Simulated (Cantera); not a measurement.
An adiabatic, constant-pressure homogeneous reactor starts with CH₄ : C₂H₆ : C₃H₈ : O₂ : N₂ = 1 : 0.16 : 0.061 : 1.59 : 5.98 (molar parts), at 1625 K and 84000 Pa. Integrator tolerance rtol = 1e-08.

Detailed kinetics in Cantera: GRI-Mech 3.0 (53 species, 325 reactions).

Question: What does this change do: 0.81 parts CO2 added?

Answer: 
| quantity | before | after |
|---|---|---|
| time of steepest temperature rise | 87.7 µs | 0.101 ms |
| temperature at 7.00 s | 2674 K | 2578 K |
| equilibrium temperature | 2674 K | 2578 K |
| x(CH₄) at 7.00 s | 1.73e-12 (gas-phase equilibrium 1.97e-12) | <1e-12 (gas-phase equilibrium <1e-12) |
| x(C₂H₆) at 7.00 s | <1e-12 (gas-phase equilibrium <1e-12) | <1e-12 (gas-phase equilibrium <1e-12) |
| x(C₃H₈) at 7.00 s | <1e-12 (gas-phase equilibrium <1e-12) | <1e-12 (gas-phase equilibrium <1e-12) |
| x(HCO) at 7.00 s | 2.25e-7 (gas-phase equilibrium 2.25e-7) | 1.73e-7 (gas-phase equilibrium 1.73e-7) |
| x(C₂H) at 7.00 s | <1e-12 (gas-phase equilibrium <1e-12) | <1e-12 (gas-phase equilibrium <1e-12) |
| x(N₂O) at 7.00 s | 4.09e-8 (gas-phase equilibrium 4.09e-8) | 4.14e-8 (gas-phase equilibrium 4.14e-8) |

Question: What does this change do: initial temperature 1625 to 1698 K?

Answer: 
```json
[
 {"quantity": "time of steepest temperature rise", "before": "87.7 µs", "after": "58.1 µs"},
 {"quantity": "temperature at 7.00 s", "before": "2674 K", "after": "2713 K"},
 {"quantity": "equilibrium temperature", "before": "2674 K", "after": "2713 K"},
 {"quantity": "x(CH₄) at 7.00 s", "before": "1.73e-12 (gas-phase equilibrium 1.97e-12)", "after": "1.49e-12 (gas-phase equilibrium 1.70e-12)"},
 {"quantity": "x(C₂H₆) at 7.00 s", "before": "<1e-12 (gas-phase equilibrium <1e-12)", "after": "<1e-12 (gas-phase equilibrium <1e-12)"},
 {"quantity": "x(C₃H₈) at 7.00 s", "before": "<1e-12 (gas-phase equilibrium <1e-12)", "after": "<1e-12 (gas-phase equilibrium <1e-12)"},
 {"quantity": "x(HCO) at 7.00 s", "before": "2.25e-7 (gas-phase equilibrium 2.25e-7)", "after": "2.48e-7 (gas-phase equilibrium 2.48e-7)"},
 {"quantity": "x(C₂H) at 7.00 s", "before": "<1e-12 (gas-phase equilibrium <1e-12)", "after": "<1e-12 (gas-phase equilibrium <1e-12)"},
 {"quantity": "x(N₂O) at 7.00 s", "before": "4.09e-8 (gas-phase equilibrium 4.09e-8)", "after": "5.08e-8 (gas-phase equilibrium 5.08e-8)"}
]
```
